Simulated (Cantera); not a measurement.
Feed: 1 mol CH2F2, 0.67 mol H2, 0.0034 mol Cl2, equilibrated at 100000 Pa.

Equilibrium computed with Cantera from the NASA thermochemical tables; the gas is ideal and each condensed phase is pure. Candidate condensed phases: C, C6H6, C7H8, C8H18; 118 gas species. Equilibrium is a limit: real reactors are often held back by kinetics, nucleation or transport.

At 2875 K, list the 4 most abundant gas species with their mole fractions, and the condensed phases.

HF 0.728, H2 0.210, H 0.0485, C2H2 (acetylene) 0.00895. Condensed: C(graphite).
